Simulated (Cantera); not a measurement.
A perfectly stirred reactor is fed with N₂O = 1 (molar parts), at 3500 Pa; it is held at 1225 K, and followed from long to short residence time.

Model: GRI-Mech 3.0 (53 species, 325 reactions), integrated in Cantera. GRI-Mech 3.0 was tuned for natural gas; its chemistry of N2O as a main component is partial and can be far from experiment. Radical loss at walls, strong at low pressure, is not modelled. The mechanism lacks the step 2 NO + O2 → 2 NO2, which can matter for NO2 below about 1400 K. The temperature is held fixed by assumption; the heat of reaction is taken as removed at once.

Task: What does this change do: pressure from 3500 Pa to 17000 Pa?

Result: 
```tsv
quantity	before	after
x(N₂O) at τ = 1.10 s	0.946	0.787
x(O) at τ = 1.10 s	2.67e-6	2.61e-6
x(NO) at τ = 1.10 s	0.00411	0.0162
x(N₂) at τ = 1.10 s	0.0337	0.134
x(O₂) at τ = 1.10 s	0.0158	0.0628
x(N₂O) at τ = 68.0 ms	0.997	0.983
x(O) at τ = 68.0 ms	2.67e-6	2.65e-6
x(NO) at τ = 68.0 ms	0.000267	0.00127
x(N₂) at τ = 68.0 ms	0.00219	0.0104
x(O₂) at τ = 68.0 ms	0.00103	0.00489
```
